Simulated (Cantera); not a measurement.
SiCl4 + HCl + H2 (chlorosilane synthesis and conversion)

A closed system holds: 1 mol SiCl4, 3.7 mol HCl, 2 mol H2, at 75.0 Torr.

These are equilibrium values from Cantera (NASA tables, ideal gas, pure condensed phases), not measurements of a reactor. Candidate condensed phases: Si; 19 gas species. The tables' values for SiCl3 are old estimates; treat these amounts as uncertain. Kinetics and transport are ignored.

From 600 K to 1200 K nothing is condensed. The main Si-bearing gas is SiCl4 throughout.

```tsv
T (K)	log p HCl	log p H2	log p SiCl4	log p SiHCl3	log p SiCl3
600	-1.26	-1.53	-1.83	-6.65	-11.39
700	-1.26	-1.53	-1.83	-5.78	-9.18
800	-1.26	-1.53	-1.83	-5.14	-7.53
900	-1.26	-1.53	-1.83	-4.64	-6.26
1000	-1.26	-1.53	-1.83	-4.25	-5.25
1100	-1.26	-1.53	-1.83	-3.93	-4.42
1200	-1.25	-1.53	-1.84	-3.68	-3.75
```
log p: log10 of the partial pressure in bar; nothing condenses.
